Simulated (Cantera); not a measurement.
A closed system holds: 1 mol MgO, 0.29 mol C, 0.055 mol H₂, at 2548.15 K and 10000 Pa.

Cantera equilibrium calculation (NASA polynomials, part measured and part estimated; ideal gas, pure solids and liquids). Candidate condensed phases: C, C₆H₆, C₇H₈, C₈H₁₈, H₂O, Mg, MgCO₃, MgO, Mg(OH)₂; 116 gas species. The tables' values for MgH are old estimates; treat these amounts as uncertain. The numbers say what is thermodynamically allowed, not how fast it happens.

Base state: Mg 0.460, CO 0.431, H₂ 0.0611, H 0.0242, CO₂ 0.00996, H₂O 0.00893, MgOH 0.00157, MgO 0.000939 (mole fractions); condensed: MgO(s).

**Question.** What changes in the equilibrium state with this change: 0.14 mol O₂ added?

**Answer.** 
```json
[
 {"species": "CO", "before": "0.431", "after": "0.663"},
 {"species": "Mg", "before": "0.460", "after": "0.126"},
 {"species": "H₂", "before": "0.0611", "after": "0.0783"},
 {"species": "CO₂", "before": "0.00996", "after": "0.0558"},
 {"species": "H₂O", "before": "0.00893", "after": "0.0417"},
 {"species": "H", "before": "0.0242", "after": "0.0274"},
 {"species": "O₂", "before": "1.20e-5", "after": "0.000159"},
 {"species": "Mg(OH)₂", "before": "1.07e-5", "after": "5.01e-5"},
 {"species": "OH", "before": "0.000774", "after": "0.00319"},
 {"species": "O", "before": "0.000200", "after": "0.000728"},
 {"species": "MgO(s), mol", "before": "0.695", "after": "0.948"}
]
```

**Question.** What changes in the equilibrium state with this change: H₂ from 0.055 to 0.25 mol?

**Answer.** 
```tsv
species	before	after
Mg	0.460	0.372
CO	0.431	0.314
H₂	0.0611	0.214
H₂O	0.00893	0.0388
H	0.0242	0.0453
Mg(OH)₂	1.07e-5	4.66e-5
OH	0.000774	0.00179
MgOH	0.00157	0.00293
O₂	1.20e-5	1.83e-5
MgO(s), mol	0.695	0.662
```
